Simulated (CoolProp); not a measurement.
C2F6 (R116) along the isotherm 37.05 °C: fugacity coefficient from the reference equation and from simpler models built on Tc = 19.9 °C, pc = 3.048 MPa, ω = 0.257; each cubic takes its own stable root.

Computed with CoolProp (reference Helmholtz-energy equation of state, Lemmon 2006). It is a short technical equation, of lower accuracy than the large ones.

```tsv
p (MPa)	phase	reference
0.586	gas	0.9478
1.17	gas	0.8965
1.76	gas	0.8453
2.34	gas	0.7952
2.93	gas	0.7444
3.52	supercritical	0.6931
4.1	supercritical	0.6417
4.69	supercritical	0.5904
5.27	supercritical	0.5467
5.86	supercritical	0.5099
6.45	supercritical	0.4794
7.03	supercritical	0.4543
7.62	supercritical	0.4327
```

How far does each simpler model (Soave-Redlich-Kwong, Peng-Robinson) lie from the reference over these 13 states: mean and median of the absolute difference, and the worst?


- Soave-Redlich-Kwong: mean 1.1 %, median 0.3 %, worst +3.3 % at 37.05 °C and 7.62 MPa
- Peng-Robinson: mean 2.8 %, median 3.0 %, worst -3.8 % at 37.05 °C and 4.1 MPa
